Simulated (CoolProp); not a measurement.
R1234yf at several states: fugacity coefficient from the reference equation and from simpler models built on Tc = 94.7 °C, pc = 3.384 MPa, ω = 0.276; each cubic takes its own stable root.

The numbers come from the reference Helmholtz-energy equation of state, Lemmon 2022 in CoolProp.

| T (°C) | p (MPa) | phase | reference |
|---|---|---|---|
| -13.15 | 0.0485 | gas | 0.9834 |
| -141.05 | 0.229 | liquid | 1.585e-5 |
| -76.95 | 0.0196 | liquid | 0.3462 |
| -76.25 | 1.59 | liquid | 0.004858 |
| 125.75 | 0.0997 | gas | 0.9922 |
| -13.45 | 11.2 | liquid | 0.02598 |

Q: How far does each simpler model (van der Waals, Redlich-Kwong, Soave-Redlich-Kwong, Peng-Robinson) lie from the reference over these 6 states: mean and median of the absolute difference, and the worst?

A: 
- van der Waals: mean 32065.8 %, median 261.4 %, worst +189931.5 % at -141.05 °C and 0.229 MPa
- Redlich-Kwong: mean 137.2 %, median 116.3 %, worst +427.3 % at -141.05 °C and 0.229 MPa
- Soave-Redlich-Kwong: mean 2.3 %, median 2.0 %, worst +6.7 % at -13.45 °C and 11.2 MPa
- Peng-Robinson: mean 6.6 %, median 1.5 %, worst +33.9 % at -141.05 °C and 0.229 MPa

At some of these states van der Waals gives the other phase, because its saturation line lies elsewhere.
